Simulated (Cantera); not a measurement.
Input (Python, Cantera) and output of one run.

```python
import numpy as np
import cantera as ct

gas_names = [...]  # 118 gases of nasa_gas.yaml made of C, Cl, F, H
cond_names = """
    C(gr) C6H6(L) C7H8(L) C8H18(L),n-octa
""".split()


# ... load() reads the species with a 1 bar reference pressure and builds the phases ...
atoms = {
    'CH3F': {'C': 1, 'H': 3, 'F': 1},
    'HCl': {'H': 1, 'CL': 1},
    'H2': {'H': 2},
}
top_T = {'C(gr)': 4500}  # K; cautious upper limits of use, not melting points


# ... equilibrate(T, P, feed) seeds the gas with the atoms and calls Mixture.equilibrate('TP', solver="vcs", rtol=1e-11, max_steps=5000) ...
results = []
feed = {'CH3F': 1, 'HCl': 1.8, 'H2': 18}  # mol
T = 2548  # K
P = 840  # Pa
mix = equilibrate(T, P, feed)
results.append((T, P, feed, dict(zip(mix.species_names, mix.species_moles))))
x = sorted(zip(gas.X, gas.species_names), reverse=True)
print(f"T = {T:g} K  P = {P:g} Pa  gas = {mix.phase_moles(0):.4g} mol")
print("   x: " + "  ".join(f"{s} {v:.3e}" for v, s in x if v > 0.001))
print("   condensed (mol): " + ("  ".join(f"{mix.phase(i).name} {mix.phase_moles(i):.4g}"
      for i in range(1, mix.n_phases) if mix.phase_moles(i) > 1e-12) or "none"))
```

It prints:

```
T = 2548 K  P = 840 Pa  gas = 25.38 mol
   x: H2 6.161e-01  H 2.649e-01  HCL 5.444e-02  HF 3.936e-02  CL 1.647e-02  C2H2,acetylene 8.128e-03
   condensed (mol): C(gr) 0.5567
```

Cantera equilibrium calculation (NASA polynomials, part measured and part estimated; ideal gas, pure solids and liquids).
